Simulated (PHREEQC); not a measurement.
Make-up at 25 °C: 0.03 mol NH4HF2 and 0.0056 mol (NH4)2SiF6 per kg of water. Closed to the air; pH follows from the charge balance.

Model: ion-association model, phreeqc.dat, run in PHREEQC.

Problem. The ionic strength comes out as 0.0477 mol/kgw. What activity coefficients do SiF6-2, NH4+, F-, HF2-, H+ get?

Solution. SiF6-2 0.47, NH4+ 0.81, F- 0.81, HF2- 0.82, H+ 0.86.

No solid was allowed to form. Species that the database lacks are ignored. SiF6-2 is the database's only silicon fluoride.
